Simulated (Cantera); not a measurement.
# Ignition delay

Mixture: 6.18 % CH3OH, 19.7 % O2, 74.1 % N2, equivalence ratio 0.47, at 760 Torr, adiabatic and at constant volume. Ignition delay is the time to a rise of 400 K.

Model: GRI-Mech 3.0 (53 species, 325 reactions), integrated in Cantera. GRI-Mech 3.0 was tuned for natural gas; its chemistry of methanol as a main component is partial and can be far from experiment.

```csv
T0 (K),delay (ms)
1023,342
1098,68.7
1173,17.1
1248,5.10
1323,1.79
1398,0.729
1473,0.335
```

The apparent activation energy between 1323 and 1473 K comes out as 180 kJ/mol.
